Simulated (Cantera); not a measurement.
An isothermal, constant-pressure homogeneous reactor starts with NO : N₂ = 1 : 1.5 (molar parts), at 1650 K and 2670 Pa. Integrator tolerance rtol = 1e-08.

Cantera simulation using GRI-Mech 3.0 (53 species, 325 reactions); the numbers are that mechanism's predictions, not measurements. Radical loss at walls, strong at low pressure, is not modelled.

What does this change do: N2 1.5 to 0.24 parts?


| quantity | before | after |
|---|---|---|
| x(NO) at 60.0 s | 0.371 (gas-phase equilibrium 0.00235) | 0.698 (gas-phase equilibrium 0.00288) |
| x(O₂) at 60.0 s | 0.0145 (gas-phase equilibrium 0.199) | 0.0539 (gas-phase equilibrium 0.402) |
| x(N₂) at 60.0 s | 0.615 (gas-phase equilibrium 0.799) | 0.248 (gas-phase equilibrium 0.595) |
| x(NO₂) at 60.0 s | 5.59e-5 (gas-phase equilibrium 1.31e-6) | 0.000194 (gas-phase equilibrium 2.29e-6) |
| x(N₂O) at 60.0 s | 4.62e-5 (gas-phase equilibrium 2.28e-8) | 0.000153 (gas-phase equilibrium 2.41e-8) |

What does this change do: temperature 1650 to 1900 K?


| quantity | before | after |
|---|---|---|
| x(NO) at 60.0 s | 0.371 (gas-phase equilibrium 0.00235) | 0.0647 (gas-phase equilibrium 0.00560) |
| x(O₂) at 60.0 s | 0.0145 (gas-phase equilibrium 0.199) | 0.167 (gas-phase equilibrium 0.197) |
| x(N₂) at 60.0 s | 0.615 (gas-phase equilibrium 0.799) | 0.767 (gas-phase equilibrium 0.797) |
| x(NO₂) at 60.0 s | 5.59e-5 (gas-phase equilibrium 1.31e-6) | 1.93e-5 (gas-phase equilibrium 1.82e-6) |
| x(N₂O) at 60.0 s | 4.62e-5 (gas-phase equilibrium 2.28e-8) | 1.22e-6 (gas-phase equilibrium 5.22e-8) |

What does this change do: pressure from 2670 Pa to 100000 Pa?


```json
[
 {"quantity": "x(NO) at 60.0 s", "before": "0.371 (gas-phase equilibrium 0.00235)", "after": "0.0998 (gas-phase equilibrium 0.00235)"},
 {"quantity": "x(O₂) at 60.0 s", "before": "0.0145 (gas-phase equilibrium 0.199)", "after": "0.150 (gas-phase equilibrium 0.199)"},
 {"quantity": "x(N₂) at 60.0 s", "before": "0.615 (gas-phase equilibrium 0.799)", "after": "0.750 (gas-phase equilibrium 0.799)"},
 {"quantity": "x(NO₂) at 60.0 s", "before": "5.59e-5 (gas-phase equilibrium 1.31e-6)", "after": "0.000298 (gas-phase equilibrium 8.05e-6)"},
 {"quantity": "x(N₂O) at 60.0 s", "before": "4.62e-5 (gas-phase equilibrium 2.28e-8)", "after": "3.78e-6 (gas-phase equilibrium 1.39e-7)"}
]
```
